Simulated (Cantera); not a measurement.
Cantera run:

```python
import numpy as np
import cantera as ct

gas_names = """
    CL CLO CL2 N NO NO2 NO3 N2 N2O O O2 O3 Si SiCL SiCL2 SiCL3 SiCL4 SiN SiO SiO2 Si2 Si2N Si3
""".split()
cond_names = """
    Si(cr) Si(L) SiO2(Lqz) SiO2(hqz) SiO2(L) Si2N2O(s) Si3N4(a)
""".split()


# ... load() reads the species with a 1 bar reference pressure and builds the phases ...
atoms = {
    'SiCl4': {'Si': 1, 'CL': 4},
    'N2O': {'N': 2, 'O': 1},
}
top_T = {'Si2N2O(s)': 2100, 'Si3N4(a)': 2400}  # K; cautious upper limits of use, not melting points


# ... equilibrate(T, P, feed) seeds the gas with the atoms and calls Mixture.equilibrate('TP', solver="vcs", rtol=1e-11, max_steps=5000) ...
results = []
feed = {'SiCl4': 1, 'N2O': 36}  # mol
T = 1225  # K
P = 1333.22  # Pa
mix = equilibrate(T, P, feed)
results.append((T, P, feed, dict(zip(mix.species_names, mix.species_moles))))
print(gas.report(threshold=0.001))
for i in range(1, mix.n_phases):
    print(f"{mix.phase(i).name:16s} {mix.phase_moles(i):12.5e} mol")
```

It prints:

```
       temperature   1225 K
          pressure   1333.2 Pa
           density   0.0040134 kg/m^3
  mean mol. weight   30.66 kg/kmol
   phase of matter   gas

                          1 kg             1 kmol
                     ---------------   ---------------
          enthalpy        1.0017e+06        3.0712e+07  J
   internal energy        6.6948e+05        2.0527e+07  J
           entropy            9236.6         2.832e+05  J/K
    Gibbs function       -1.0313e+07       -3.1621e+08  J
 heat capacity c_p              1120             34339  J/K
 heat capacity c_v            848.79             26024  J/K

                      mass frac. Y      mole frac. X     chem. pot. / RT
                     ---------------   ---------------   ---------------
                CL          0.010846         0.0093806           -18.719
               CL2          0.072822          0.031492           -37.438
                N2           0.59513           0.65135           -30.159
                O2           0.32091            0.3075           -32.646
     [  +19 minor]        0.00029263        0.00028271

Si(cr)            0.00000e+00 mol
SiO2(hqz)         1.00000e+00 mol
Si2N2O(s)         0.00000e+00 mol
Si3N4(a)          0.00000e+00 mol
```

Method: chemical equilibrium by Gibbs-energy minimisation in Cantera with the NASA 1993 tables (ideal gas, pure condensed phases). The tables hold silica as quartz up to 1696 K and as liquid above; real silica turns to tridymite and cristobalite and melts near 1996 K.
